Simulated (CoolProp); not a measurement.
A closed Brayton cycle with carbon dioxide: compressor inlet 313.15 K and 9.6 MPa, high pressure 26.1 MPa, turbine inlet 925 K, compressor efficiency 0.8, turbine efficiency 0.85, recuperator effectiveness 0.9 (on enthalpy, no pinch check). Each further row changes one setting.

Values from CoolProp's reference Helmholtz-energy equation of state, Span 1996.

| case | thermal efficiency (%) | net work (kJ/kg) | compressor to turbine work | compressor exit (K) | turbine exit (K) |
|---|---|---|---|---|---|
| as stated | 35.0 | 110 | 0.22 | 350.5 | 802.9 |
| turbine inlet 875 K | 33.8 | 102 | (withheld) | 350.5 | (withheld) |
| compressor inlet 323.15 K | 33.8 | (withheld) | (withheld) | 392.9 | 802.9 |
| high pressure 22.2 MPa | 32.9 | 95.5 | 0.20 | 343.6 | (withheld) |
| recuperator effectiveness 0.5 | 20.6 | 110 | 0.22 | 350.5 | 802.9 |

**Question.** What belongs in the gaps?

**Answer.** 
- turbine inlet 875 K, compressor to turbine work: 0.23
- turbine inlet 875 K, turbine exit (K): 757.0
- compressor inlet 323.15 K, net work (kJ/kg): 95.3
- compressor inlet 323.15 K, compressor to turbine work: 0.32
- high pressure 22.2 MPa, turbine exit (K): 822.1
